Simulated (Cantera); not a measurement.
A perfectly stirred reactor is fed with CH4 : H2 : O2 : N2 = 1 : 0.91 : 1.36 : 5.13 (molar parts), at 500000 Pa; it is adiabatic with a 775 K inlet, and is followed from long to short residence time, starting on the burning branch (τ in s: 0.11, 0.041, 0.016, 0.006, 0.0023, 0.00087, 0.00033, 0.00013, 4.8e-05, 1.8e-05, 7e-06).

Detailed kinetics in Cantera: GRI-Mech 3.0 (53 species, 325 reactions).

**Question.** What does this change do: O2 1.36 to 0.99 parts?

**Answer.** 
| quantity | before | after |
|---|---|---|
| blow-out, bracketed by the residence times tried | burning at 0.130 ms, out at 48.0 µs | burning at 0.870 ms, out at 0.330 ms |
| x(CH4) at τ = 0.110 s | 0.000372 | 0.0170 |
| x(H2) at τ = 0.110 s | 0.150 | 0.155 |
| x(O2) at τ = 0.110 s | 2.09e-5 | 0.000367 |
| x(HCN) at τ = 0.110 s | 1.19e-5 | 8.64e-7 |
| x(H) at τ = 0.110 s | 0.000769 | 4.95e-5 |
| x(CH4) at τ = 0.870 ms | 0.00622 | 0.0440 |
| x(H2) at τ = 0.870 ms | 0.124 | 0.115 |
| x(O2) at τ = 0.870 ms | 0.00177 | 0.0182 |
| x(HCN) at τ = 0.870 ms | 9.95e-5 | 2.22e-7 |
| x(H) at τ = 0.870 ms | 0.00106 | 9.34e-5 |

**Question.** What does this change do: inlet temperature 775 to 475 K?

**Answer.** 
| quantity | before | after |
|---|---|---|
| blow-out, bracketed by the residence times tried | burning at 0.130 ms, out at 48.0 µs | burning at 0.330 ms, out at 0.130 ms |
| x(CH4) at τ = 0.110 s | 0.000372 | 0.00369 |
| x(H2) at τ = 0.110 s | 0.150 | 0.140 |
| x(O2) at τ = 0.110 s | 2.09e-5 | 0.000106 |
| x(HCN) at τ = 0.110 s | 1.19e-5 | 1.06e-5 |
| x(H) at τ = 0.110 s | 0.000769 | 0.000188 |
| x(CH4) at τ = 0.870 ms | 0.00622 | 0.0161 |
| x(H2) at τ = 0.870 ms | 0.124 | 0.0982 |
| x(O2) at τ = 0.870 ms | 0.00177 | 0.00655 |
| x(HCN) at τ = 0.870 ms | 9.95e-5 | 9.27e-6 |
| x(H) at τ = 0.870 ms | 0.00106 | 0.000332 |
